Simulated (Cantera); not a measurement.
# Equilibrium for silicon carbide growth: SiCl4 + C2H4 + H2 + CH4

Feed: 1 mol SiCl4, a varied amount of C2H4, 1100 mol H2, 0.028 mol CH4, equilibrated at 1527 °C and 0.100 bar.

Method: chemical equilibrium by Gibbs-energy minimisation in Cantera with the NASA 1993 tables (ideal gas, pure condensed phases). Candidate condensed phases: C, C6H6, C7H8, C8H18, Si, SiC; 109 gas species. Mutual solubility and eutectic melting of coexisting phases are not modelled. Gases not in the tables: Si2H6 and higher silanes. Equilibrium is a limit: real reactors are often held back by kinetics, nucleation or transport.

```json
[
 {"n(C2H4) (mol)": "0.06", "log p H2": "-1.00", "log p HCl": "-3.45", "log p H": "-3.95", "log p C2H2 (acetylene)": "-7.99", "n Si(l)": "0.726", "n SiC(s)": "0.145", "n C(graphite)": "0"},
 {"n(C2H4) (mol)": "0.089", "log p H2": "-1.00", "log p HCl": "-3.45", "log p H": "-3.95", "log p C2H2 (acetylene)": "-7.99", "n Si(l)": "0.668", "n SiC(s)": "0.203", "n C(graphite)": "0"},
 {"n(C2H4) (mol)": "0.13", "log p H2": "-1.00", "log p HCl": "-3.45", "log p H": "-3.95", "log p C2H2 (acetylene)": "-7.99", "n Si(l)": "0.586", "n SiC(s)": "0.285", "n C(graphite)": "0"},
 {"n(C2H4) (mol)": "0.2", "log p H2": "-1.00", "log p HCl": "-3.45", "log p H": "-3.95", "log p C2H2 (acetylene)": "-7.99", "n Si(l)": "0.446", "n SiC(s)": "0.425", "n C(graphite)": "0"},
 {"n(C2H4) (mol)": "0.3", "log p H2": "-1.00", "log p HCl": "-3.45", "log p H": "-3.95", "log p C2H2 (acetylene)": "-7.99", "n Si(l)": "0.246", "n SiC(s)": "0.625", "n C(graphite)": "0"},
 {"n(C2H4) (mol)": "0.44", "log p H2": "-1.00", "log p HCl": "-3.45", "log p H": "-3.95", "log p C2H2 (acetylene)": "-7.73", "n Si(l)": "0", "n SiC(s)": "0.905", "n C(graphite)": "0"},
 {"n(C2H4) (mol)": "0.66", "log p H2": "-1.00", "log p HCl": "-3.44", "log p H": "-3.95", "log p C2H2 (acetylene)": "-4.90", "n Si(l)": "0", "n SiC(s)": "0.996", "n C(graphite)": "0"},
 {"n(C2H4) (mol)": "0.98", "log p H2": "-1.00", "log p HCl": "-3.44", "log p H": "-3.95", "log p C2H2 (acetylene)": "-4.76", "n Si(l)": "0", "n SiC(s)": "0.997", "n C(graphite)": "0.519"},
 {"n(C2H4) (mol)": "1.5", "log p H2": "-1.00", "log p HCl": "-3.44", "log p H": "-3.95", "log p C2H2 (acetylene)": "-4.76", "n Si(l)": "0", "n SiC(s)": "0.997", "n C(graphite)": "1.56"}
]
```
log p: log10 of the partial pressure in bar; n: condensed amount in mol.

From 0.06 mol C2H4 to 0.3 mol C2H4 the condensed part is Si(l) + SiC(s). From 0.44 mol C2H4 to 0.66 mol C2H4 the condensed part is SiC(s). From 0.98 mol C2H4 to 1.5 mol C2H4 the condensed part is C(graphite) + SiC(s). The main Si-bearing gas is SiCl2 throughout.
